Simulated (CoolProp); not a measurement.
CH2F2 (R32) at 293.15 K and 3.08 MPa is throttled through a valve to 2.01 MPa with no heat exchange. Each further row changes one setting.

The numbers come from the reference Helmholtz-energy equation of state, Tillner-Roth 1997 in CoolProp.

| case | temperature change (K) | final phase | final density (kg/m³) |
|---|---|---|---|
| as stated | -0.1 | liquid | 985 |
| outlet pressure 0.603 MPa | -29.0 | two-phase, vapour fraction 0.156 | 97.3 |
| outlet pressure 2.61 MPa | -0.0 | liquid | 988 |
